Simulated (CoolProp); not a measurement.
Vapour-liquid equilibrium of propylene (1) + benzene (2) at 327.9 K; x and y are mole fractions of (1).

The numbers come from the multi-fluid Helmholtz-energy mixture model, Lemmon 2013 and Thol 2012; pair parameters Bell 2016 in CoolProp.

Problem. Give the bubble pressure and the first vapour's composition at x = 0.275, 0.5, 0.575. Is there an azeotrope?

Solution. x = 0.275: 778.7 kPa, y = 0.946; x = 0.5: 1229 kPa, y = 0.969; x = 0.575: 1363 kPa, y = 0.973. No azeotrope shows between x = 0.05 and 0.95.

Pair parameters are fitted to limited data, so mixtures are less certain than the pure fluids. The gap from Raoult's law changes sign with composition, which may be real or a fault of the pair parameters; it wasn't checked against measurements.
